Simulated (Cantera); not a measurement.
## Adiabatic ignition

An adiabatic, constant-volume homogeneous reactor starts with 19.0 % H₂, 11.4 % O₂, 69.6 % N₂, equivalence ratio 0.83, at 1025 K and 5.00 bar.

Model: GRI-Mech 3.0 (53 species, 325 reactions), integrated in Cantera. The hydrogen kinetics of GRI-Mech 3.0 are dated; newer H2 mechanisms differ, most at raised pressure.

```csv
t (s),T (K),P (bar),x H₂,x O₂,x NO,x O,x NO₂,x H₂O₂
5.00e-6,1025,5.00,0.190,0.114,<1e-12,1.81e-11,<1e-12,3.94e-12
1.82e-5,1025,5.00,0.190,0.114,<1e-12,1.91e-11,<1e-12,6.10e-11
6.60e-5,1025,5.00,0.190,0.114,<1e-12,2.16e-11,<1e-12,8.49e-10
0.000240,1025,5.00,0.190,0.114,<1e-12,3.32e-11,<1e-12,1.14e-8
0.000871,1025,5.00,0.190,0.114,<1e-12,1.26e-10,<1e-12,1.77e-7
0.00316,1025,5.00,0.190,0.114,<1e-12,4.59e-9,<1e-12,1.36e-5
0.0115,2605,11.6,0.00436,0.0173,0.00763,0.000928,5.95e-6,7.82e-7
0.0417,2605,11.6,0.00436,0.0172,0.00776,0.000925,6.04e-6,7.80e-7
0.152,2605,11.6,0.00436,0.0172,0.00776,0.000925,6.04e-6,7.80e-7
0.551,2605,11.6,0.00436,0.0172,0.00776,0.000925,6.04e-6,7.80e-7
2.00,2605,11.6,0.00436,0.0172,0.00776,0.000925,6.04e-6,7.80e-7
```
x: mole fraction; the columns are a selection and need not sum to one.

```json
{
 "time_of_steepest_temperature_rise": "6.92 ms",
 "temperature at 2.00 s": "2605 K",
 "equilibrium_temperature": "2605 K",
 "x(H₂) at 2.00 s": "0.00436 (gas-phase equilibrium 0.00436)",
 "x(O₂) at 2.00 s": "0.0172 (gas-phase equilibrium 0.0172)",
 "x(NO) at 2.00 s": "0.00776 (gas-phase equilibrium 0.00776)"
}
```
